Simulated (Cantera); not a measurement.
A Cantera script and what it prints.

```python
import numpy as np
import cantera as ct

gas_names = """
    CF4 H2 CH2F2
""".split()
cond_names = """
    Pb(cr) Pb(L) PbF2(a) PbF2(b) PbF2(L)
""".split()


# ... load() reads the species with a 1 bar reference pressure and builds the phases ...
species = {s.name: s for s in load("nasa_gas.yaml", gas_names) + load("nasa_condensed.yaml", cond_names)}
# Each term lists the table entries of one substance; the one whose range holds T is used.
reactions = {
    'CF4(g) + H2(g) + Pb = CH2F2(g) + PbF2':
        [(-1, ['CF4']), (-1, ['H2']), (-1, ['Pb(cr)', 'Pb(L)']), (1, ['CH2F2']), (1, ['PbF2(a)', 'PbF2(b)', 'PbF2(L)'])],
}


def pick(names, T):
    return next(species[n] for n in names if species[n].thermo.min_temp <= T <= species[n].thermo.max_temp)


results = []
for label, terms in reactions.items():
    print(label)
    print("     T/K   dH/kJ  dS/(J/K)   dG/kJ   log10 K")
    for T in [300, 823, 848, 873, 898, 923, 948, 973]:
        used = [(nu, pick(names, T)) for nu, names in terms]
        dH = sum(nu * s.thermo.h(T) for nu, s in used) / 1e6
        dS = sum(nu * s.thermo.s(T) for nu, s in used) / 1e3
        dG = dH - T * dS / 1e3
        logK = -dG * 1e6 / (ct.gas_constant * T * np.log(10))
        results.append((label, T, dH, dS, dG, logK, [s.name for _, s in used]))
        print(f"{T:8g} {dH:8.1f} {dS:8.1f} {dG:8.1f} {logK:8.2f}")
```

It prints:

```
CF4(g) + H2(g) + Pb = CH2F2(g) + PbF2
     T/K   dH/kJ  dS/(J/K)   dG/kJ   log10 K
     300   -196.6    -97.3   -167.4    29.15
     823   -189.7    -88.5   -116.8     7.41
     848   -189.1    -87.8   -114.6     7.06
     873   -188.6    -87.2   -112.4     6.73
     898   -188.2    -86.8   -110.2     6.41
     923   -187.8    -86.4   -108.1     6.12
     948   -187.5    -86.1   -105.9     5.84
     973   -187.2    -85.7   -103.8     5.57
```

Source: NASA polynomial tables (part measured, part estimated), evaluated in Cantera. Condensed species are held in their standard states even where they would react or evaporate.
